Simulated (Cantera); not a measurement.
## Oxide etching and cleaning by halides: CaO + Cl2 + N2

A closed system holds: 1 mol CaO, 13 mol Cl2, 7.6 mol N2, equilibrated at 1252 °C.

Equilibrium computed with Cantera from the NASA thermochemical tables; the gas is ideal and each condensed phase is pure. Candidate condensed phases: Ca, CaCl2, CaO; 17 gas species. Condensed phases not in the tables: oxide chlorides. Equilibrium is a limit: real reactors are often held back by kinetics, nucleation or transport.

From 0.00750 Torr to 27.8 Torr nothing is condensed. From 143 Torr to 750 Torr the condensed part is CaCl2(l). The main Ca-bearing gas is CaCl2 throughout.

```json
[
 {"P (Pa)": "1", "x Cl": "0.724", "x Cl2": "0.00110", "x N2": "0.230", "x CaCl2": "0.0302", "x O2": "0.0149", "x NO": "0.000199", "x O": "0.000219", "x ClO": "6.66e-6", "n CaCl2(l)": "0"},
 {"P (Pa)": "5.20", "x Cl": "0.718", "x Cl2": "0.00564", "x N2": "0.231", "x CaCl2": "0.0304", "x O2": "0.0150", "x NO": "0.000200", "x O": "9.63e-5", "x ClO": "1.51e-5", "n CaCl2(l)": "0"},
 {"P (Pa)": "27", "x Cl": "0.691", "x Cl2": "0.0271", "x N2": "0.236", "x CaCl2": "0.0310", "x O2": "0.0154", "x NO": "0.000204", "x O": "4.27e-5", "x ClO": "3.35e-5", "n CaCl2(l)": "0"},
 {"P (Pa)": "140", "x Cl": "0.593", "x Cl2": "0.104", "x N2": "0.253", "x CaCl2": "0.0333", "x O2": "0.0165", "x NO": "0.000219", "x O": "1.95e-5", "x ClO": "6.79e-5", "n CaCl2(l)": "0"},
 {"P (Pa)": "720", "x Cl": "0.406", "x Cl2": "0.250", "x N2": "0.287", "x CaCl2": "0.0378", "x O2": "0.0187", "x NO": "0.000248", "x O": "9.13e-6", "x ClO": "0.000112", "n CaCl2(l)": "0"},
 {"P (Pa)": "3700", "x Cl": "0.225", "x Cl2": "0.393", "x N2": "0.320", "x CaCl2": "0.0421", "x O2": "0.0208", "x NO": "0.000277", "x O": "4.25e-6", "x ClO": "0.000149", "n CaCl2(l)": "0"},
 {"P (Pa)": "19000", "x Cl": "0.112", "x Cl2": "0.501", "x N2": "0.352", "x CaCl2": "0.0117", "x O2": "0.0230", "x NO": "0.000305", "x O": "1.97e-6", "x ClO": "0.000176", "n CaCl2(l)": "0.747"},
 {"P (Pa)": "100000", "x Cl": "0.0513", "x Cl2": "0.555", "x N2": "0.367", "x CaCl2": "0.00223", "x O2": "0.0239", "x NO": "0.000318", "x O": "8.76e-7", "x ClO": "0.000189", "n CaCl2(l)": "0.954"}
]
```
x: gas mole fraction; n: condensed amount in mol.
